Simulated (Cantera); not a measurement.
An isothermal, constant-pressure homogeneous reactor starts with H2 : O2 = 0.43 : 1 (molar parts), equivalence ratio 0.21, at 1150 K and 0.0300 bar. Integrator tolerance rtol = 1e-08.

Detailed kinetics in Cantera: the H2/O2 subset of GRI-Mech 3.0, which has no nitrogen chemistry. Radical loss at walls, strong at low pressure, is not modelled. The temperature is held fixed by assumption; the heat of reaction is taken as removed at once.

What does this change do: temperature 1150 to 1350 K?


| quantity | before | after |
|---|---|---|
| x(H2) at 2.00 s | 1.06e-7 (gas-phase equilibrium 1.10e-8) | 6.21e-7 (gas-phase equilibrium 5.22e-7) |
| x(O2) at 2.00 s | 0.646 (gas-phase equilibrium 0.646) | 0.646 (gas-phase equilibrium 0.646) |
| x(H) at 2.00 s | 1.33e-9 (gas-phase equilibrium 4.55e-11) | 1.30e-8 (gas-phase equilibrium 1.00e-8) |
| x(HO2) at 2.00 s | 1.54e-8 (gas-phase equilibrium 1.37e-8) | 1.03e-7 (gas-phase equilibrium 1.08e-7) |
| x(OH) at 2.00 s | 2.77e-5 (gas-phase equilibrium 8.85e-6) | 0.000120 (gas-phase equilibrium 0.000110) |
